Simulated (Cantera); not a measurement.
An adiabatic, constant-pressure homogeneous reactor starts with 25.9 % H₂, 20.6 % O₂, 53.5 % N₂, at 1400 K and 7.80 bar.

Model: GRI-Mech 3.0 (53 species, 325 reactions), integrated in Cantera. The hydrogen kinetics of GRI-Mech 3.0 are dated; newer H2 mechanisms differ, most at raised pressure.

Problem. Predict: time of steepest temperature rise; temperature at 0.500 s; equilibrium temperature; x(H₂) at 0.500 s; x(O₂) at 0.500 s; x(N₂O) at 0.500 s; x(NO₂) at 0.500 s; x(HO₂) at 0.500 s; x(NO) at 0.500 s; x(OH) at 0.500 s.

Solution. 
| Property | Result |
|---|---|
| time of steepest temperature rise | 2.31 µs |
| temperature at 0.500 s | 2890 K |
| equilibrium temperature | 2890 K |
| x(H₂) at 0.500 s | 0.0109 (gas-phase equilibrium 0.0109) |
| x(O₂) at 0.500 s | 0.0705 (gas-phase equilibrium 0.0705) |
| x(N₂O) at 0.500 s | 2.85e-6 (gas-phase equilibrium 2.85e-6) |
| x(NO₂) at 0.500 s | 2.12e-5 (gas-phase equilibrium 2.12e-5) |
| x(HO₂) at 0.500 s | 4.12e-5 (gas-phase equilibrium 4.12e-5) |
| x(NO) at 0.500 s | 0.0209 (gas-phase equilibrium 0.0209) |
| x(OH) at 0.500 s | 0.0307 (gas-phase equilibrium 0.0307) |
